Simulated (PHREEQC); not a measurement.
Solution (60 °C): 0.017 mol H2SO4, 9.9e-05 mol Na2B4O7 and 0.00052 mol MgCl2 per kg of water. It is in equilibrium with CO2 at log p = 0 (atm). Otherwise closed; pH follows from the charge balance.

Model: ion-association model, wateq4f.dat, run in PHREEQC.

### Question
The ionic strength comes out as 0.0273 mol/kgw. What activity coefficients do SO4-2, Mg+2, NaSO4-, Na+, Cl- get?

### Answer
SO4-2 0.52, Mg+2 0.54, NaSO4- 0.85, Na+ 0.85, Cl- 0.84.

This is a speciation only: nothing precipitates in the calculation. Constants without temperature data keep their 25 °C values here.
